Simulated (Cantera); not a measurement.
What does this Cantera script print?

```python
import numpy as np
import cantera as ct

gas = ct.Solution("gri30.yaml")
gas.TP = 300, 250000
flame = ct.CounterflowDiffusionFlame(gas, width=0.02)
flame.fuel_inlet.X, flame.fuel_inlet.T = {'CO': 1, 'H2': 0.32, 'CH4': 0.2, 'N2': 1.9}, 475
flame.oxidizer_inlet.X, flame.oxidizer_inlet.T = {'O2': 0.27, 'N2': 0.73}, 673
flame.set_refine_criteria(ratio=3, slope=0.12, curve=0.24, prune=0.03)
show = ['OH', 'H', 'NO', 'CO', 'C2H2']

rows = []
print(f"{'mdot':>8s}{'a_max':>10s}{'a_mean':>10s}{'Tmax/K':>9s}" + "".join(f"{s:>11s}" for s in show) + "   (peak mole fractions)")
for i, mdot in enumerate([1.5, 2.4, 3.9, 6.4, 10, 17, 27]):  # kg/m2/s on the oxidiser side
    flame.oxidizer_inlet.mdot, flame.fuel_inlet.mdot = mdot, 1.3 * mdot
    flame.solve(loglevel=0, auto=(i == 0))
    if flame.T.max() < max(475, 673) + 100:
        print(f"{mdot:8.3g}  no burning solution found from the previous one")
        break
    dT = np.abs(np.gradient(flame.T, flame.grid))
    rows.append([flame.strain_rate("max"), flame.strain_rate("mean"), flame.T.max(),
                 *(flame.X[gas.species_index(s)].max() for s in show), max(dT[0], dT[-1]) / dT.max()])
    print(f"{mdot:8.3g}{rows[-1][0]:10.1f}{rows[-1][1]:10.1f}{rows[-1][2]:9.1f}" + "".join(f"{x:11.3e}" for x in rows[-1][3:-1]))
```

It prints:

```
    mdot     a_max    a_mean   Tmax/K         OH          H         NO         CO       C2H2   (peak mole fractions)
     1.5     380.7     119.6   2170.5  6.855e-03  3.001e-03  2.095e-04  2.938e-01  1.314e-03
     2.4     598.3     191.4   2129.1  7.109e-03  3.476e-03  1.701e-04  2.941e-01  1.352e-03
     3.9     957.6     311.0   2083.2  7.296e-03  3.991e-03  1.366e-04  2.940e-01  1.322e-03
     6.4    1549.5     510.4   2033.6  7.355e-03  4.521e-03  1.062e-04  2.939e-01  1.189e-03
      10    2393.6     797.4   1986.3  7.292e-03  4.972e-03  8.127e-05  2.940e-01  9.890e-04
      17    4012.2    1355.6   1923.6  6.982e-03  5.408e-03  5.379e-05  2.940e-01  6.708e-04
      27    6286.6    2153.1   1859.6  6.462e-03  5.581e-03  3.308e-05  2.941e-01  3.788e-04
```

Cantera simulation using GRI-Mech 3.0 (53 species, 325 reactions); the numbers are that mechanism's predictions, not measurements. GRI-Mech 3.0 has no aromatics or soot, which form on the fuel side of real flames. The maximum strain rate includes the flame's own expansion and is several times the mean.
